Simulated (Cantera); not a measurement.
Input: 1 mol Si3N4, 0.11 mol CO2, 4.3 mol H2, at 3.60 Torr.

Equilibrium computed with Cantera from the NASA thermochemical tables; the gas is ideal and each condensed phase is pure. Candidate condensed phases: C, C6H6, C7H8, C8H18, H2O, Si, SiC, SiO2, Si2N2O, Si3N4; 151 gas species. Mutual solubility and eutectic melting of coexisting phases are not modelled. The tables' values for SiN are old estimates; treat these amounts as uncertain. Gases not in the tables: Si2H6 and higher silanes. Kinetics and transport are ignored.

### Question
At 1848 K, list the 4 most abundant gas species with their mole fractions, and the condensed phases.

### Answer
H2 0.653, N2 0.305, SiO 0.0295, H 0.00619. Condensed: Si(l) + SiC(s).
